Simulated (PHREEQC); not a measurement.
Make-up at 25 °C: 0.63 mmol/kgw CaSO4, 0.46 mmol/kgw Na2SO4 and 23 mmol/kgw KCl. Closed to the air; pH follows from the charge balance.

The numbers come from PHREEQC with the ion-association model, phreeqc.dat.

| quantity | before | after |
|---|---|---|
| pH | 7.00 | 7.09 |
| ionic strength (mol/kgw) | 0.0266 | 0.0731 |
| SO4-2 (mol/kgw) | 0.000972 | 0.0159 |
| Ca+2 (mol/kgw) | 0.000599 | 0.000423 |
| KSO4- (mol/kgw) | 8.43e-5 | 0.000989 |
| CaSO4 (mol/kgw) | 3.10e-5 | 0.000207 |
| SI of Gypsum (CaSO4:2H2O) | -2.18 | -1.35 |
| SI of Sylvite (KCl) | -4.32 | -4.40 |

What was changed between the two runs?
(A) KCl from 0.023 to 0.0046 mol/kgw
(B) 0.017 mol/kgw Li2SO4 added
(C) CaSO4 from 0.00063 to 6.3e-05 mol/kgw
(D) 0.016 mol/kgw H2SO4 added
(E) Na2SO4 from 0.00046 to 0.00069 mol/kgw

B, 0.017 mol/kgw Li2SO4 added

Precipitation was switched off in this run.
